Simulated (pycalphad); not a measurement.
All values are pycalphad results on the COST 507 light-alloy database (1999) (1 atm), not direct measurements. These are 1990s assessments: newer ones move some temperatures and phases.

Task: How does the equilibrium phase assembly of Al-1.514Fe-9.496Si (wt.%) change on cooling from 1850 K to 500 K?

Result: 
| T (K) | phases above | phases below |
|---|---|---|
| 899.1 | liquid | ALFESI_BETA + liquid |
| 870.9 | ALFESI_BETA + liquid | ALFESI_BETA + fcc + liquid |
| 848.9 | ALFESI_BETA + fcc + liquid | ALFESI_BETA + diamond (Si) + fcc |
Changes were sought between steps of 75 K, so a narrower field can be missed.

Database names, with the compositions (at.%) that they take in these runs: ALFESI_BETA: Al 70 Fe 15 Si 15.
